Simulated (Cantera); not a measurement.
A perfectly stirred reactor is fed with CO : H₂ : O₂ : N₂ = 1 : 0.44 : 1.06 : 3.98 (molar parts), equivalence ratio 0.68, at 0.310 bar; it is adiabatic with a 800 K inlet, and is followed from long to short residence time, starting on the burning branch (τ in s: 0.14, 0.071, 0.035, 0.018, 0.0088, 0.0044, 0.0022, 0.0011, 0.00055, 0.00028, 0.00014, 6.9e-05, 3.5e-05).

Computed with Cantera and GRI-Mech 3.0 (53 species, 325 reactions).

Task: What does this change do: CO 1 to 0.66 parts?

Result: 
```tsv
quantity	before	after
blow-out, bracketed by the residence times tried	burning at 0.140 ms, out at 69.0 µs	burning at 0.140 ms, out at 69.0 µs
x(CO) at τ = 0.140 s	0.0191	0.00535
x(H₂) at τ = 0.140 s	0.00156	0.000708
x(O₂) at τ = 0.140 s	0.0630	0.0911
x(CO₂) at τ = 0.140 s	0.152	0.112
x(HO₂) at τ = 0.140 s	1.93e-6	1.47e-6
x(CO) at τ = 2.20 ms	0.0514	0.0265
x(H₂) at τ = 2.20 ms	0.00582	0.00446
x(O₂) at τ = 2.20 ms	0.0769	0.0968
x(CO₂) at τ = 2.20 ms	0.113	0.0878
x(HO₂) at τ = 2.20 ms	4.76e-6	6.41e-6
```

Task: What does this change do: inlet temperature 800 to 400 K?

Result: 
| quantity | before | after |
|---|---|---|
| blow-out, bracketed by the residence times tried | burning at 0.140 ms, out at 69.0 µs | burning at 0.550 ms, out at 0.280 ms |
| x(CO) at τ = 0.140 s | 0.0191 | 0.0110 |
| x(H₂) at τ = 0.140 s | 0.00156 | 0.00101 |
| x(O₂) at τ = 0.140 s | 0.0630 | 0.0621 |
| x(CO₂) at τ = 0.140 s | 0.152 | 0.161 |
| x(HO₂) at τ = 0.140 s | 1.93e-6 | 1.17e-6 |
| x(CO) at τ = 2.20 ms | 0.0514 | 0.0416 |
| x(H₂) at τ = 2.20 ms | 0.00582 | 0.00512 |
| x(O₂) at τ = 2.20 ms | 0.0769 | 0.0748 |
| x(CO₂) at τ = 2.20 ms | 0.113 | 0.125 |
| x(HO₂) at τ = 2.20 ms | 4.76e-6 | 6.84e-6 |
